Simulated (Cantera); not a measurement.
Input: 1 mol C₂H₄, a varied amount of O₂, 28 mol H₂, held at 1200 Torr.

These are equilibrium values from Cantera (NASA tables, ideal gas, pure condensed phases), not measurements of a reactor. Candidate condensed phases: C, C₆H₆, C₇H₈, C₈H₁₈, H₂O; 110 gas species. The numbers say what is thermodynamically allowed, not how fast it happens.

Stable condensed phases, one row left out:

```
T in K \ n(O₂) in mol
         0.013 0.031 0.049 0.067 0.085   0.1  0.12  0.14  0.16  0.17  0.19  0.21
   2950      A     A     A     A     A     A     A     A     A     A     A     A
   2925      A     A     A     A     A     A     A     A     A     A     A     A
   2900      A     A     A     A     A     A     A     A     A     A     A     A
   2875      A     A     A     A     A     A     A     A     A     A     A     A
   2850      A     A     A     A     A     A     A     A     A     A     A     A
   2825      A     A     A     A     A     A     A     A     A     A     A     A
   2775      B     B     B     B     B     A     A     A     A     A     A     A
   2750      B     B     B     B     B     B     B     B     B     A     A     A
   2725      B     B     B     B     B     B     B     B     B     B     B     B
   2700      B     B     B     B     B     B     B     B     B     B     B     B
   2675      B     B     B     B     B     B     B     B     B     B     B     B
```

A: gas only; B: C.

Q: Give the row for 2800 K.

A: 0.013: C; 0.031: gas only; 0.049: gas only; 0.067: gas only; 0.085: gas only; 0.1: gas only; 0.12: gas only; 0.14: gas only; 0.16: gas only; 0.17: gas only; 0.19: gas only; 0.21: gas only.
